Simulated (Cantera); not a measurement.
A closed system holds: 1 mol SiCl₄, 0.88 mol N₂, at 1248 K and 0.510 Torr.

Cantera equilibrium calculation (NASA polynomials, part measured and part estimated; ideal gas, pure solids and liquids). Candidate condensed phases: Si, Si₃N₄; 13 gas species. The tables' values for SiCl₃ are old estimates; treat these amounts as uncertain. Rates play no part.

Base state: SiCl₄ 0.529, N₂ 0.467, Cl 0.00156, SiCl₃ 0.00155, SiCl₂ 3.29e-5, Cl₂ 2.83e-5 (mole fractions); condensed: gas only.

### Question
What changes in the equilibrium state with this change: pressure from 0.510 Torr to 30.0 Torr?

### Answer
```csv
species,before,after
SiCl₄,0.529,0.532
N₂,0.467,0.468
SiCl₃,0.00155,0.000227
Cl,0.00156,0.000183
SiCl₂,3.29e-5,6.98e-7
Cl₂,2.83e-5,2.28e-5
```

### Question
What changes in the equilibrium state with this change: temperature from 1248 K to 923 K?

### Answer
```json
[
 {"species": "SiCl₄", "before": "0.529", "after": "0.532"},
 {"species": "N₂", "before": "0.467", "after": "0.468"},
 {"species": "SiCl₃", "before": "0.00155", "after": "2.16e-6"},
 {"species": "Cl", "before": "0.00156", "after": "1.81e-6"},
 {"species": "SiCl₂", "before": "3.29e-5", "after": "<1e-9"},
 {"species": "Cl₂", "before": "2.83e-5", "after": "1.78e-7"}
]
```
